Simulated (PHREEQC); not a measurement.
Dissolve 61 mmol/kgw ZnSO4, 0.13 mmol/kgw H3AsO4, 58 mmol/kgw HCl and 1.1 mmol/kgw NaCl at 3.5 °C. Closed to the air; pH follows from the charge balance.

Computed with PHREEQC (ion-association model, wateq4f.dat).

Each row changes one thing in this solution. Precipitation was switched off in this run.

```
case                                                pH  ionic strength (mol/kgw)  H3AsO4 (mol/kgw)  H2AsO4- (mol/kgw)  HAsO4-2 (mol/kgw)
------------------------------------------------  ----  ------------------------  ----------------  -----------------  -----------------
as made                                           1.49                     0.187          0.000103            2.73e-5           1.21e-10
NaCl replaced by LiCl at the same molality        1.49                     0.187          0.000103            2.73e-5           1.21e-10
diluted 100-fold with water                       3.27                   0.00284           9.74e-8         (withheld)           1.66e-10
ZnSO4 left out                                    1.31                    0.0591          0.000112            1.77e-5           4.10e-11
H3AsO4 from 0.00013 to 0.00065 mol/kgw            1.49                     0.187          0.000514           0.000136         (withheld)
H3AsO4 replaced by Na2HAsO4 at the same molality  1.49                     0.187          0.000103            2.74e-5           1.22e-10
```

Question: Complete the blanks.

Answer: 
- diluted 100-fold with water, H2AsO4- (mol/kgw): 1.20e-6
- H3AsO4 from 0.00013 to 0.00065 mol/kgw, HAsO4-2 (mol/kgw): 6.04e-10

At this temperature some constants are extrapolated from 25 °C, and those without enthalpy data are left unchanged. The database has no arsenate complexes of Zn.
